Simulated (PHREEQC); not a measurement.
Solution (50 °C): 0.0057 mol/kgw Al2(SO4)3. Closed to the air; pH follows from the charge balance.

All values are PHREEQC results (ion-association model, phreeqc.dat), not measurements.

```
Property                Result
--------------  --------------
pH                        3.75
ionic strength  0.0256 mol/kgw
```

```
species    molality  activity   log γ
---------  --------  --------  ------
AlSO4+      0.00846   0.00722  -0.069
SO4-2       0.00645   0.00346  -0.271
Al+3        0.00162  0.000490  -0.521
Al(SO4)2-   0.00103  0.000878  -0.069
AlOH+2     0.000239  0.000130  -0.266
H+         0.000201  0.000176  -0.058
HSO4-      0.000126  0.000107  -0.070
Al(OH)2+    4.41e-5   3.78e-5  -0.066
AlHSO4+2    2.88e-7   1.52e-7  -0.279
Al(OH)3     1.48e-7   1.49e-7   0.003
Al(OH)4-    3.07e-9   2.62e-9  -0.069
```

This is a speciation only: nothing precipitates in the calculation. The solution is supersaturated, for example in Gibbsite (slow to form), so a real one may precipitate; this is no full list. Complexes and solids missing from the database can't appear. Constants without temperature data keep their 25 °C values here.
